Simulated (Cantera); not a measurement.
Si + HCl + H2 (chlorosilane synthesis and conversion)

Feed: 1 mol Si, 1.1 mol HCl, 14 mol H2, held at 12800 Torr.

Cantera equilibrium calculation (NASA polynomials, part measured and part estimated; ideal gas, pure solids and liquids). Candidate condensed phases: Si; 19 gas species. The tables' values for SiCl3 are old estimates; treat these amounts as uncertain. Gases not in the tables: Si2H6 and higher silanes. The numbers say what is thermodynamically allowed, not how fast it happens.

```csv
T (°C),x H2,x HCl,x SiHCl3,x SiCl2,x SiCl4,x SiH2Cl2,x SiCl3,x SiH3Cl,n Si(s)
802,0.972,0.00515,0.0131,5.33e-5,0.00556,0.00358,0.000137,0.000258,0.666
852,0.971,0.00723,0.0125,0.000114,0.00535,0.00358,0.000223,0.000274,0.674
902,0.969,0.00979,0.0118,0.000226,0.00507,0.00354,0.000342,0.000287,0.685
952,0.967,0.0129,0.0110,0.000417,0.00470,0.00346,0.000498,0.000298,0.698
1002,0.964,0.0164,0.0101,0.000721,0.00425,0.00333,0.000687,0.000306,0.712
1052,0.961,0.0203,0.00906,0.00117,0.00373,0.00315,0.000898,0.000310,0.728
1102,0.958,0.0244,0.00791,0.00180,0.00316,0.00293,0.00111,0.000311,0.744
1152,0.955,0.0287,0.00670,0.00260,0.00257,0.00266,0.00130,0.000306,0.759
1202,0.952,0.0328,0.00548,0.00355,0.00199,0.00237,0.00144,0.000298,0.774
1252,0.949,0.0365,0.00433,0.00460,0.00147,0.00205,0.00151,0.000286,0.787
1302,0.947,0.0397,0.00331,0.00566,0.00104,0.00173,0.00150,0.000271,0.797
```
x: gas mole fraction; n: condensed amount in mol.

From 802 °C to 1302 °C the condensed part is Si(s). The main Si-bearing gas is SiHCl3 at 802 °C and SiCl2 at 1302 °C. The share of Si in condensed phases is highest at 1302 °C (79.7 %) and lowest at 802 °C (66.6 %).
